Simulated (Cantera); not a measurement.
Mixture: CH4 : CO : O2 : N2 = 1 : 0.075 : 3.77 : 16.2 (molar parts), equivalence ratio 0.54, at 0.671 atm, adiabatic and at constant volume. Ignition delay is the time to a rise of 400 K.

Detailed kinetics in Cantera: GRI-Mech 3.0 (53 species, 325 reactions).

**Question.** What does this change do: 0.31 parts H2 added?

**Answer.** 
```json
[
 {"quantity": "delay at 1075 K", "before": "0.371 s", "after": "17.5 ms"},
 {"quantity": "delay at 1225 K", "before": "35.1 ms", "after": "3.91 ms"},
 {"quantity": "delay at 1375 K", "before": "5.00 ms", "after": "1.09 ms"},
 {"quantity": "delay at 1525 K", "before": "1.10 ms", "after": "0.396 ms"},
 {"quantity": "delay at 1675 K", "before": "0.350 ms", "after": "0.174 ms"},
 {"quantity": "apparent activation energy between 1600 and 1750 K", "before": "160 kJ/mol", "after": "120 kJ/mol"}
]
```

**Question.** What does this change do: 0.039 parts C2H6 added?

**Answer.** 
```csv
quantity,before,after
delay at 1075 K,0.371 s,0.113 s
delay at 1225 K,35.1 ms,13.6 ms
delay at 1375 K,5.00 ms,2.03 ms
delay at 1525 K,1.10 ms,0.428 ms
delay at 1675 K,0.350 ms,0.137 ms
apparent activation energy between 1600 and 1750 K,160 kJ/mol,150 kJ/mol
```
